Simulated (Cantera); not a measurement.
A freely propagating, adiabatic, planar premixed flame of 9.05 % CH4, 4.43 % H2, 16.9 % O2, 54.2 % N2, 15.4 % H2O, equivalence ratio 1.2, unburnt at 675 K and 1350 Torr; mixture-averaged transport, grid criteria slope 0.08 and curve 0.16, no radiation.

Model: GRI-Mech 3.0 (53 species, 325 reactions), integrated in Cantera. Burning velocities carry a grid error of a few per cent, more on coarse grids.

### Question
Predict: laminar burning velocity; thermal thickness; peak x(C2H2).

### Answer
```json
{
 "laminar_burning_velocity": "123 cm/s",
 "thermal_thickness": "0.228 mm",
 "peak x(C2H2)": "0.000529"
}
```
